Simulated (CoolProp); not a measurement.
Vapour-liquid equilibrium of R13 (1) + CHF3 (R23) (2) at -98.55 °C; x and y are mole fractions of (1).

The numbers come from the multi-fluid Helmholtz-energy mixture model, Platzer 1990 and Penoncello 2003; pair parameters Bell 2016 in CoolProp. This equation is an older, rougher fit; its heat capacities, sound speeds and derivatives of the liquid may be far off and weren't checked against measurements.

### Question
Give the bubble pressure and the first vapour's composition at x = 0.05, 0.275, 0.5. Is there an azeotrope?

### Answer
x = 0.05: 0.04073 MPa, y = 0.177; x = 0.275: 0.05085 MPa, y = 0.433; x = 0.5: 0.05235 MPa, y = 0.507. y crosses x between x = 0.5 and 0.575: the model has an azeotrope there.

The pair parameters rest on a limited set of measurements; away from them the model extrapolates.
